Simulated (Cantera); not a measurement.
**Low-pressure radical oxidation in H2/O2**

An isothermal, constant-pressure homogeneous reactor starts with H2 : O2 = 0.011 : 1 (molar parts), at 1250 K and 20.0 Torr.

Computed with Cantera and the H2/O2 subset of GRI-Mech 3.0, which has no nitrogen chemistry. Radical loss at walls, strong at low pressure, is not modelled.

```
t (s)        x H2   x O2       x H    x H2O       x O    x HO2
--------  -------  -----  --------  -------  --------  -------
0.000300   0.0109  0.989   4.26e-9  1.90e-8   2.94e-8  1.48e-8
0.000535   0.0109  0.989   1.38e-8  1.01e-7   1.13e-7  2.67e-8
0.000956   0.0109  0.989   1.02e-7  9.51e-7   8.92e-7  5.08e-8
0.00171    0.0108  0.989   3.49e-6  3.42e-5   3.06e-5  2.19e-7
0.00305   0.00427  0.983  0.000605  0.00527   0.00458  2.57e-6
0.00544   7.30e-5  0.980  0.000460   0.0101   0.00884  1.66e-6
0.00970   4.50e-5  0.980  0.000379   0.0102   0.00825  1.51e-6
0.0173    3.94e-5  0.981  0.000309   0.0103   0.00720  1.42e-6
0.0309    3.17e-5  0.983  0.000221   0.0104   0.00575  1.28e-6
0.0552    2.25e-5  0.985  0.000131   0.0105   0.00405  1.08e-6
0.0985    1.36e-5  0.986   6.12e-5   0.0106   0.00243  8.30e-7
0.176     6.93e-6  0.988   2.22e-5   0.0107   0.00123  5.69e-7
0.314     3.05e-6  0.988   6.46e-6   0.0108  0.000540  3.45e-7
0.560     1.21e-6  0.989   1.63e-6   0.0109  0.000215  1.86e-7
1.00      4.60e-7  0.989   3.83e-7   0.0109   8.18e-5  9.20e-8
```
x: mole fraction; the columns are a selection and need not sum to one.

Equilibrium at this temperature and pressure: H2 2.34e-9, O2 0.989, H 1.44e-10, H2O 0.0109, O 4.24e-7, HO2 9.77e-9 (gas phase only).
